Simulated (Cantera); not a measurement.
A perfectly stirred reactor is fed with C3H8 : H2 = 1 : 3.5 (molar parts), at 15.0 Torr; it is held at 1900 K, and followed from long to short residence time.

Cantera simulation using GRI-Mech 3.0 (53 species, 325 reactions); the numbers are that mechanism's predictions, not measurements. GRI-Mech 3.0 was tuned for natural gas; its chemistry of propane as a main component is partial and can be far from experiment. GRI-Mech 3.0 stops at C3 and has no aromatics, soot or wall deposition, so with more carbon than oxygen in the feed, carbon stays in small species such as C2H2 where larger ones or solid carbon would form. Radical loss at walls, strong at low pressure, is not modelled.

x: mole fraction; the columns are a selection and need not sum to one.

```
τ (s)     x C3H8   x H2    x C2H  x C2H4  x C2H2    x C2H6     x CH3
------  --------  -----  -------  ------  ------  --------  --------
13       2.72e-7  0.794  1.58e-5     ___   0.199   7.28e-8  0.000287
3.5      1.05e-6  0.792  1.50e-5     ___   0.198   2.90e-7  0.000560
0.97     3.97e-6  0.789  1.40e-5     ___   0.196   1.14e-6   0.00108
0.27     1.48e-5  0.781  1.33e-5     ___   0.193   4.30e-6   0.00206
0.074    5.43e-5  0.769  1.32e-5     ___   0.186   1.53e-5   0.00390
0.020   0.000198  0.748  1.35e-5     ___   0.176   5.00e-5   0.00726
0.0057  0.000677  0.722  1.38e-5     ___   0.159  0.000142    0.0126
```

Problem. Complete the blanks.

Solution. 
- 13, x C2H4: 4.35e-5
- 3.5, x C2H4: 5.83e-5
- 0.97, x C2H4: 0.000113
- 0.27, x C2H4: 0.000310
- 0.074, x C2H4: 0.000978
- 0.020, x C2H4: 0.00309
- 0.0057, x C2H4: 0.00875
